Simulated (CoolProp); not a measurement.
Vapour-liquid equilibrium of hydrogen sulfide (1) + n-pentane (2) at 0.0984 MPa; x and y are mole fractions of (1).

The numbers come from the multi-fluid Helmholtz-energy mixture model, Lemmon 2006 and Thol 2019; pair parameters Kunz 2012 in CoolProp.

| x | bubble temperature (K) | y at the bubble point | dew temperature at overall composition x (K) | liquid density (mol/L) |
|---|---|---|---|---|
| 0.05 | 276.1 | 0.723 | 306.9 | 9.181 |
| 0.15 | 240.9 | 0.960 | 303.7 | 10.31 |
| 0.25 | 226.6 | 0.986 | 300.3 | 11.31 |
| 0.35 | 220.2 | 0.992 | 296.4 | 12.34 |
| 0.45 | 217.4 | 0.994 | 292.2 | 13.51 |
| 0.55 | 216.4 | 0.995 | 287.2 | 14.88 |
| 0.65 | 215.9 | 0.995 | 281.3 | 16.57 |
| 0.75 | 215.5 | 0.995 | 273.9 | 18.72 |
| 0.85 | 214.6 | 0.996 | 263.5 | 21.53 |
| 0.95 | 213.2 | 0.998 | 244.3 | 25.39 |

No azeotrope shows between x = 0.05 and 0.95.

The pair parameters rest on a limited set of measurements; away from them the model extrapolates. With so large a gap from Raoult's law the liquid may split in two, which this calculation doesn't test in full.
